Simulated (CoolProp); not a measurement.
Isohexane at several states: fugacity coefficient from the reference equation and from simpler models built on Tc = 224.6 °C, pc = 3043 kPa, ω = 0.280; each cubic takes its own stable root.

Computed with CoolProp (reference Helmholtz-energy equation of state, Lemmon 2006). It is a short technical equation, of lower accuracy than the large ones.

```
T (°C)  p (kPa)   phase  reference  van der Waals  Redlich-Kwong  Soave-Redlich-Kwong  Peng-Robinson
------  -------  ------  ---------  -------------  -------------  -------------------  -------------
61.55      4770  liquid    0.02667         0.1294        0.04785              0.02735        0.02657
250.95     11.5     gas     0.9989         0.9990         0.9989               0.9989         0.9988
-1.15      36.4  liquid     0.2306         0.9858         0.5905               0.2261         0.2371
108.55     5650  liquid    0.07694         0.2002         0.1120              0.08031        0.07658
222.15     7290  liquid     0.3333         0.3956         0.3561               0.3547         0.3336
```

At some of these states van der Waals gives the other phase, because its saturation line lies elsewhere.
